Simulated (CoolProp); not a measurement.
Toluene along the isobar 896 kPa: Z from the reference equation and from simpler models built on Tc = 591.7 K, pc = 4126 kPa, ω = 0.266; each cubic takes its own stable root.

Computed with CoolProp (reference Helmholtz-energy equation of state, Lemmon 2006). It is a short technical equation, of lower accuracy than the large ones.

| T (K) | phase | reference |
|---|---|---|
| 206.7 | liquid | 0.05069 |
| 214.1 | liquid | 0.04930 |
| 221.5 | liquid | 0.04801 |
| 228.9 | liquid | 0.04680 |
| 236.3 | liquid | 0.04568 |
| 243.7 | liquid | 0.04462 |
| 251.1 | liquid | 0.04363 |
| 258.6 | liquid | 0.04269 |

Q: How far does each simpler model (van der Waals, Redlich-Kwong, Soave-Redlich-Kwong, Peng-Robinson) lie from the reference over these 8 states: mean and median of the absolute difference, and the worst?

A: 
- van der Waals: mean 72.3 %, median 72.3 %, worst +73.4 % at 206.7 K and 896 kPa
- Redlich-Kwong: mean 15.7 %, median 15.7 %, worst +16.4 % at 206.7 K and 896 kPa
- Soave-Redlich-Kwong: mean 14.3 %, median 14.3 %, worst +15.4 % at 206.7 K and 896 kPa
- Peng-Robinson: mean 2.0 %, median 1.9 %, worst +3.0 % at 206.7 K and 896 kPa
